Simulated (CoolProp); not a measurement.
Sulfur hexafluoride along the isobar 1850 kPa: fugacity coefficient from the reference equation and from simpler models built on Tc = 45.6 °C, pc = 3755 kPa, ω = 0.210; each cubic takes its own stable root.

Model: reference Helmholtz-energy equation of state, Guder 2009, in CoolProp.

```tsv
T (°C)	phase	reference
-6.75	liquid	0.4824
-1.05	liquid	0.5522
4.65	liquid	0.6267
10.35	liquid	0.7054
16.05	gas	0.7739
21.75	gas	0.7890
27.45	gas	0.8025
33.15	gas	0.8149
38.85	gas	0.8262
44.55	gas	0.8365
```

Q: How far does each simpler model (van der Waals, Redlich-Kwong, Soave-Redlich-Kwong) lie from the reference over these 10 states: mean and median of the absolute difference, and the worst?

A: 
- van der Waals: mean 16.0 %, median 4.9 %, worst +55.6 % at -6.75 °C and 1850 kPa
- Redlich-Kwong: mean 5.6 %, median 0.9 %, worst +17.3 % at -6.75 °C and 1850 kPa
- Soave-Redlich-Kwong: mean 0.8 %, median 0.2 %, worst +2.2 % at -6.75 °C and 1850 kPa

At some of these states van der Waals, Redlich-Kwong gives the other phase, because its saturation line lies elsewhere.
